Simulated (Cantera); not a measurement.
A perfectly stirred reactor is fed with CH4 : N2 = 1 : 170 (molar parts), at 140000 Pa; it is held at 1725 K, and followed from long to short residence time.

Model: GRI-Mech 3.0 (53 species, 325 reactions), integrated in Cantera. GRI-Mech 3.0 stops at C3 and has no aromatics, soot or wall deposition, so with more carbon than oxygen in the feed, carbon stays in small species such as C2H2 where larger ones or solid carbon would form.

Task: What does this change do: 6.5 parts H2O added?

Result: 
```json
[
 {"quantity": "x(CH4) at τ = 0.780 s", "before": "0.000574", "after": "0.000718"},
 {"quantity": "x(C2H) at τ = 0.780 s", "before": "2.80e-8", "after": "4.95e-9"},
 {"quantity": "x(C2H2) at τ = 0.780 s", "before": "0.00260", "after": "0.000603"},
 {"quantity": "x(H) at τ = 0.780 s", "before": "1.34e-5", "after": "1.84e-5"},
 {"quantity": "x(H2) at τ = 0.780 s", "before": "0.00783", "after": "0.0140"},
 {"quantity": "x(CH4) at τ = 53.0 ms", "before": "0.00191", "after": "0.00190"},
 {"quantity": "x(C2H) at τ = 53.0 ms", "before": "2.16e-8", "after": "1.39e-8"},
 {"quantity": "x(C2H2) at τ = 53.0 ms", "before": "0.00188", "after": "0.00135"},
 {"quantity": "x(H) at τ = 53.0 ms", "before": "1.06e-5", "after": "1.19e-5"},
 {"quantity": "x(H2) at τ = 53.0 ms", "before": "0.00576", "after": "0.00705"}
]
```
